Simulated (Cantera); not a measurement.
Input: 1 mol Pb, 1.6 mol H2, 0.13 mol N2, held at 1302 °C and 0.00460 bar.

Equilibrium computed with Cantera from the NASA thermochemical tables; the gas is ideal and each condensed phase is pure. Candidate condensed phases: Pb; 11 gas species. Kinetics and transport are ignored.

Base state: H2 0.586, Pb 0.366, N2 0.0476, H 0.000469 (mole fractions); condensed: gas only.

Q: What changes in the equilibrium state with this change: temperature from 1302 °C to 377 °C?

A: 
```csv
species,before,after
H2,0.586,0.925
N2,0.0476,0.0751
NH3,2.25e-8,2.10e-5
Pb,0.366,2.03e-8
H,0.000469,<1e-9
"Pb(l), mol",0,1.00
```
